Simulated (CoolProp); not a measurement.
R115 along the isotherm 357 K: fugacity coefficient from the reference equation and from simpler models built on Tc = 353.1 K, pc = 3.129 MPa, ω = 0.248; each cubic takes its own stable root.

Model: reference Helmholtz-energy equation of state, Lemmon 2016, in CoolProp.

```tsv
p (MPa)	phase	reference	van der Waals	Redlich-Kwong	Peng-Robinson
0.978	gas	0.9025	(withheld)	0.8987	0.8888
1.96	gas	0.8048	0.8200	(withheld)	0.7827
2.93	gas	(withheld)	0.7269	(withheld)	(withheld)
3.91	supercritical	0.5835	0.6109	0.5846	(withheld)
4.89	supercritical	0.4928	0.5270	0.4986	0.4793
5.87	supercritical	0.4322	0.4711	0.4404	0.4212
6.85	supercritical	(withheld)	0.4318	0.3988	0.3795
7.82	supercritical	0.3573	(withheld)	0.3681	0.3485
```

**Question.** Complete the blanks.

**Answer.** 
- 0.978, van der Waals: 0.9102
- 1.96, Redlich-Kwong: 0.7997
- 2.93, reference: 0.7046
- 2.93, Redlich-Kwong: 0.7009
- 2.93, Peng-Robinson: 0.6800
- 3.91, Peng-Robinson: 0.5651
- 6.85, reference: 0.3890
- 7.82, van der Waals: 0.4033
